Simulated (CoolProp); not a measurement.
Vapour-liquid equilibrium of methanol (1) + m-xylene (2) at 429.3 K; x and y are mole fractions of (1).

Values from CoolProp's multi-fluid Helmholtz-energy mixture model, de Reuck 1993 and Zhou 2012; pair parameters Bell 2016.

Question: Give the bubble pressure and the first vapour's composition at x = 0.05, 0.35, 0.5. Is there an azeotrope?

Answer: x = 0.05: 3.879 bar, y = 0.584; x = 0.35: 10.15 bar, y = 0.842; x = 0.5: 11.44 bar, y = 0.867. No azeotrope shows between x = 0.05 and 0.95.

Pair parameters are fitted to limited data, so mixtures are less certain than the pure fluids. With so large a gap from Raoult's law the liquid may split in two, which this calculation doesn't test in full.
